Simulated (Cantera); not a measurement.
Input (Python, Cantera) and output of one run.

```python
import numpy as np
import cantera as ct

gas_names = [...]  # 47 gases of nasa_gas.yaml made of H, N, O
cond_names = """
    H2O(s) H2O(L)
""".split()


# ... load() reads the species with a 1 bar reference pressure and builds the phases ...
atoms = {
    'NH3': {'N': 1, 'H': 3},
    'H2': {'H': 2},
    'O2': {'O': 2},
}
top_T = {}  # K; cautious upper limits of use, not melting points


# ... equilibrate(T, P, feed) seeds the gas with the atoms and calls Mixture.equilibrate('TP', solver="vcs", rtol=1e-11, max_steps=5000) ...
results = []
feed = {'NH3': 1, 'H2': 5.1, 'O2': 0.037}  # mol
P = 4100000  # Pa
for T in [3000, 3250, 3500, 3750, 4000, 4250, 4500, 4750, 5000]:
    mix = equilibrate(T, P, feed)
    results.append((T, P, feed, dict(zip(mix.species_names, mix.species_moles))))

top = {s: max(r[3][s] / sum(r[3][g] for g in gas_names) for r in results) for s in gas_names}
cols = sorted((s for s in top if top[s] > 1e-06), key=lambda s: -top[s])[:8]
seen = [c for c in cond_names if any(r[3].get(c, 0) > 1e-12 for r in results)]
print("log10 of partial pressures in bar; condensed amounts in mol")
print(f"{'T/K':>10s}" + "".join(f"{s[:9]:>10s}" for s in cols + seen))
for T, P, feed, n in results:
    ng = sum(n[g] for g in gas_names)
    print(f"{T:10.4g}" + "".join(f"{np.log10(max(n[s] / ng * P / 1e5, 1e-99)):10.3f}" for s in cols)
          + "".join(f"{n.get(c, 0):10.4g}" for c in seen))
```

It prints:

```
log10 of partial pressures in bar; condensed amounts in mol
       T/K        H2         H        N2       H2O        OH         O         N        NH
      3000     1.565    -0.019     0.455    -0.378    -2.441    -4.238    -4.629    -4.159
      3250     1.554     0.284     0.450    -0.389    -2.062    -3.557    -3.985    -3.688
      3500     1.536     0.539     0.441    -0.410    -1.743    -2.975    -3.434    -3.289
      3750     1.508     0.755     0.429    -0.444    -1.479    -2.475    -2.959    -2.953
      4000     1.468     0.937     0.411    -0.501    -1.266    -2.048    -2.545    -2.668
      4250     1.414     1.087     0.388    -0.587    -1.105    -1.688    -2.184    -2.430
      4500     1.344     1.211     0.361    -0.712    -1.000    -1.395    -1.865    -2.232
      4750     1.258     1.310     0.330    -0.883    -0.953    -1.168    -1.583    -2.070
      5000     1.156     1.386     0.297    -1.100    -0.962    -1.002    -1.331    -1.938
```

Method: chemical equilibrium by Gibbs-energy minimisation in Cantera with the NASA 1993 tables (ideal gas, pure condensed phases). The ideal-gas law is rough above about 30 bar.
